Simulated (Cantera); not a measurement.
## Equilibrium for silicon epitaxy and polysilicon growth: Si3H8 + HCl + H2

Charge: 1 mol Si3H8, 0.38 mol HCl, 7 mol H2, equilibrated at 0.110 bar.

Method: chemical equilibrium by Gibbs-energy minimisation in Cantera with the NASA 1993 tables (ideal gas, pure condensed phases). Candidate condensed phases: Si; 19 gas species. The feed counts by its element totals alone. The tables' values for SiCl3 are old estimates; treat these amounts as uncertain. Kinetics and transport are ignored.

```json
[
 {"T (K)": "923", "x H2": "0.987", "x HCl": "0.00474", "x SiCl4": "0.00453", "x SiHCl3": "0.00336", "x SiCl2": "3.27e-5", "x SiCl3": "6.06e-5", "x SiH2Cl2": "0.000244", "n Si(s)": "2.91"},
 {"T (K)": "973", "x H2": "0.985", "x HCl": "0.00739", "x SiCl4": "0.00404", "x SiHCl3": "0.00303", "x SiCl2": "8.91e-5", "x SiCl3": "0.000112", "x SiH2Cl2": "0.000237", "n Si(s)": "2.92"},
 {"T (K)": "1023", "x H2": "0.983", "x HCl": "0.0108", "x SiCl4": "0.00339", "x SiHCl3": "0.00261", "x SiCl2": "0.000211", "x SiCl3": "0.000184", "x SiH2Cl2": "0.000222", "n Si(s)": "2.93"},
 {"T (K)": "1073", "x H2": "0.980", "x HCl": "0.0148", "x SiCl4": "0.00259", "x SiHCl3": "0.00210", "x SiCl2": "0.000437", "x SiCl3": "0.000266", "x SiH2Cl2": "0.000198", "n Si(s)": "2.94"},
 {"T (K)": "1123", "x H2": "0.976", "x HCl": "0.0190", "x SiCl4": "0.00174", "x SiHCl3": "0.00153", "x SiCl2": "0.000785", "x SiCl3": "0.000332", "x SiH2Cl2": "0.000165", "n Si(s)": "2.95"},
 {"T (K)": "1173", "x H2": "0.974", "x HCl": "0.0228", "x SiCl4": "0.000997", "x SiHCl3": "0.000993", "x SiCl2": "0.00121", "x SiCl3": "0.000350", "x SiH2Cl2": "0.000127", "n Si(s)": "2.96"},
 {"T (K)": "1223", "x H2": "0.971", "x HCl": "0.0254", "x SiCl4": "0.000483", "x SiHCl3": "0.000569", "x SiCl2": "0.00162", "x SiCl3": "0.000313", "x SiH2Cl2": "8.95e-5", "n Si(s)": "2.97"},
 {"T (K)": "1273", "x H2": "0.970", "x HCl": "0.0270", "x SiCl4": "0.000208", "x SiHCl3": "0.000299", "x SiCl2": "0.00194", "x SiCl3": "0.000248", "x SiH2Cl2": "5.95e-5", "n Si(s)": "2.97"},
 {"T (K)": "1323", "x H2": "0.970", "x HCl": "0.0277", "x SiCl4": "8.53e-5", "x SiHCl3": "0.000152", "x SiCl2": "0.00216", "x SiCl3": "0.000183", "x SiH2Cl2": "3.86e-5", "n Si(s)": "2.97"},
 {"T (K)": "1373", "x H2": "0.969", "x HCl": "0.0279", "x SiCl4": "3.53e-5", "x SiHCl3": "7.76e-5", "x SiCl2": "0.00232", "x SiCl3": "0.000133", "x SiH2Cl2": "2.52e-5", "n Si(s)": "2.97"},
 {"T (K)": "1423", "x H2": "0.969", "x HCl": "0.0280", "x SiCl4": "1.52e-5", "x SiHCl3": "4.08e-5", "x SiCl2": "0.00244", "x SiCl3": "9.67e-5", "x SiH2Cl2": "1.67e-5", "n Si(s)": "2.97"},
 {"T (K)": "1473", "x H2": "0.969", "x HCl": "0.0280", "x SiCl4": "6.82e-6", "x SiHCl3": "2.22e-5", "x SiCl2": "0.00254", "x SiCl3": "7.12e-5", "x SiH2Cl2": "1.13e-5", "n Si(s)": "2.97"}
]
```
x: gas mole fraction; n: condensed amount in mol.

From 923 K to 1473 K the condensed part is Si(s). The main Si-bearing gas is SiCl4 at 923 K and SiCl2 at 1473 K.
